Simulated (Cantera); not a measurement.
**Ignition delay**

Mixture: 1.85 % C3H8, 18.9 % O2, 71.1 % N2, 8.15 % H2O, at 100000 Pa, adiabatic and at constant volume. Ignition delay is the time to a rise of 400 K.

Computed with Cantera and GRI-Mech 3.0 (53 species, 325 reactions). GRI-Mech 3.0 was tuned for natural gas; its chemistry of propane as a main component is partial and can be far from experiment.

```json
[
 {"T0 (K)": "1298", "delay (ms)": "0.944"},
 {"T0 (K)": "1348", "delay (ms)": "0.429"},
 {"T0 (K)": "1398", "delay (ms)": "0.215"},
 {"T0 (K)": "1448", "delay (ms)": "0.118"},
 {"T0 (K)": "1498", "delay (ms)": "0.0708"},
 {"T0 (K)": "1548", "delay (ms)": "0.0458"},
 {"T0 (K)": "1598", "delay (ms)": "0.0316"},
 {"T0 (K)": "1648", "delay (ms)": "0.0230"}
]
```

```json
{
 "apparent activation energy between 1548 and 1648 K": "150 kJ/mol"
}
```
